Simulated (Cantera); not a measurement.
Input: 1 mol PbO, 7.7 mol CO, 0.13 mol N2, equilibrated at 1075 K and 0.0133 bar.

Cantera equilibrium calculation (NASA polynomials, part measured and part estimated; ideal gas, pure solids and liquids). Candidate condensed phases: C, Pb, PbO, PbO2, Pb3O4; 27 gas species. Kinetics and transport are ignored.

Question: What is the equilibrium state?

Answer: 
```
Quantity                                    Value
--------------------------------------  ---------
x(CO)                                       0.851
x(CO2)                                      0.127
x(N2)                                      0.0165
x(Pb)                                     0.00570
n(Pb(l))                                0.955 mol
gas amount                              7.875 mol
log10 activity of C(graphite) (absent)      -1.99
log10 activity of PbO2(s) (absent)         -16.92
```
